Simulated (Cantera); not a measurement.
A closed system holds: 1 mol BN, 2.1 mol NF₃, 19 mol N₂, at 1.60e-5 bar.

Cantera equilibrium calculation (NASA polynomials, part measured and part estimated; ideal gas, pure solids and liquids). Candidate condensed phases: B, BN; 13 gas species. Equilibrium is a limit: real reactors are often held back by kinetics, nucleation or transport. All values below are at 775 K.

Base state: N₂ 0.833, F 0.119, BF₃ 0.0405, F₂ 0.00727 (mole fractions); condensed: gas only.

Task: What changes in the equilibrium state with this change: NF₃ from 2.1 to 4.2 mol?

Result: 
| species | before | after |
|---|---|---|
| N₂ | 0.833 | 0.692 |
| F | 0.119 | 0.246 |
| BF₃ | 0.0405 | 0.0320 |
| F₂ | 0.00727 | 0.0309 |

Task: What changes in the equilibrium state with this change: pressure from 1.60e-5 bar to 1.00 bar?

Result: 
```json
[
 {"species": "N₂", "before": "0.833", "after": "0.902"},
 {"species": "BF₃", "before": "0.0405", "after": "0.0449"},
 {"species": "NF₃", "before": "3.46e-7", "after": "0.0419"},
 {"species": "F", "before": "0.119", "after": "0.000587"},
 {"species": "F₂", "before": "0.00727", "after": "0.0110"}
]
```
